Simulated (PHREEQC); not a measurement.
A solution holds 0.00781 mol (CH3)4NF per kg of water, at 25 °C. Closed to the air; pH follows from the charge balance.

Computed with PHREEQC (ion-association model, phreeqc.dat).

This is a speciation only: nothing precipitates in the calculation.

Task: Predict the pH.

Result: pH 7.52.

Complexes and solids missing from the database can't appear. (CH3)4N+ isn't in the database: it is added as a free cation with an ion size of 4 Å.
